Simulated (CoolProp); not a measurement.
Vapour-liquid equilibrium of R143a (1) + dimethyl ether (2) at 309.8 K; x and y are mole fractions of (1).

Values from CoolProp's multi-fluid Helmholtz-energy mixture model, Lemmon and Jacobsen 2000 and Wu 2011; pair parameters Bell 2016.

```json
[
 {"x": "0.05", "bubble pressure, mixture model (MPa)": "0.8639", "bubble pressure, Raoult's law (MPa)": "0.8586", "y, mixture model": "0.094", "y, Raoult's law": "0.098"},
 {"x": "0.15", "bubble pressure, mixture model (MPa)": "0.9588", "bubble pressure, Raoult's law (MPa)": "0.9461", "y, mixture model": "0.253", "y, Raoult's law": "0.268"},
 {"x": "0.25", "bubble pressure, mixture model (MPa)": "1.050", "bubble pressure, Raoult's law (MPa)": "1.034", "y, mixture model": "0.382", "y, Raoult's law": "0.409"},
 {"x": "0.35", "bubble pressure, mixture model (MPa)": "1.138", "bubble pressure, Raoult's law (MPa)": "1.121", "y, mixture model": "0.492", "y, Raoult's law": "0.528"},
 {"x": "0.45", "bubble pressure, mixture model (MPa)": "1.225", "bubble pressure, Raoult's law (MPa)": "1.209", "y, mixture model": "0.588", "y, Raoult's law": "0.629"},
 {"x": "0.55", "bubble pressure, mixture model (MPa)": "1.309", "bubble pressure, Raoult's law (MPa)": "1.296", "y, mixture model": "0.674", "y, Raoult's law": "0.717"},
 {"x": "0.65", "bubble pressure, mixture model (MPa)": "1.393", "bubble pressure, Raoult's law (MPa)": "1.384", "y, mixture model": "0.753", "y, Raoult's law": "0.794"},
 {"x": "0.75", "bubble pressure, mixture model (MPa)": "1.477", "bubble pressure, Raoult's law (MPa)": "1.471", "y, mixture model": "0.826", "y, Raoult's law": "0.862"},
 {"x": "0.85", "bubble pressure, mixture model (MPa)": "1.561", "bubble pressure, Raoult's law (MPa)": "1.559", "y, mixture model": "0.897", "y, Raoult's law": "0.922"},
 {"x": "0.95", "bubble pressure, mixture model (MPa)": "1.647", "bubble pressure, Raoult's law (MPa)": "1.646", "y, mixture model": "0.966", "y, Raoult's law": "0.975"}
]
```

The largest gap from Raoult's law is +1.5 % in bubble pressure, at x = 0.25. No azeotrope shows between x = 0.05 and 0.95.

The pair parameters rest on a limited set of measurements; away from them the model extrapolates.
